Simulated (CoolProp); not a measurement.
Vapour-liquid equilibrium of R152A (1) + R227EA (2) at 311.9 K; x and y are mole fractions of (1).

The numbers come from the multi-fluid Helmholtz-energy mixture model, Outcalt 1996 and Lemmon 2016; pair parameters Bell 2016 in CoolProp.

```csv
x,"bubble pressure, mixture model (bar)","bubble pressure, Raoult's law (bar)","y, mixture model","y, Raoult's law"
0.05,6.836,6.887,0.056,0.064
0.15,6.982,7.087,0.173,0.186
0.25,7.177,7.288,0.291,0.302
0.35,7.405,7.489,0.405,0.411
0.45,7.651,7.689,0.512,0.515
0.55,7.898,7.890,0.611,0.613
0.65,8.136,8.091,0.703,0.706
0.75,8.357,8.291,0.789,0.795
0.85,8.554,8.492,0.873,0.880
0.95,8.722,8.693,0.957,0.961
```

The largest gap from Raoult's law is -1.5 % in bubble pressure, at x = 0.25. No azeotrope shows between x = 0.05 and 0.95.

Pair parameters are fitted to limited data, so mixtures are less certain than the pure fluids. The gap from Raoult's law changes sign with composition, which may be real or a fault of the pair parameters; it wasn't checked against measurements.
